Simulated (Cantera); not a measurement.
A perfectly stirred reactor is fed with CH4 : CO : O2 : N2 : H2O = 1 : 0.051 : 2.36 : 8.86 : 1 (molar parts), equivalence ratio 0.86, at 17.0 bar; it is adiabatic with a 700 K inlet, and is followed from long to short residence time, starting on the burning branch (τ in s: 0.43, 0.11, 0.027, 0.0069, 0.0017, 0.00044, 0.00011, 2.8e-05, 7.1e-06).

Computed with Cantera and GRI-Mech 3.0 (53 species, 325 reactions). The pressure lies above the range GRI-Mech 3.0 was tuned for (to about 10 atm).

One state of this run: T (K) = 2231; x CH4 = 5.75e-5; x CO = 0.00319; x O2 = 0.0266; x OH = 0.00325; x O = 0.000235; x CH2 = 1.28e-6; x NO = 0.000131. x: mole fraction; the columns are a selection and need not sum to one.

Question: Which value of τ (s) does it belong to?
(A) 0.11
(B) 2.8e-5
(C) 7.1e-6
(D) 0.00044

Answer: D, 0.00044
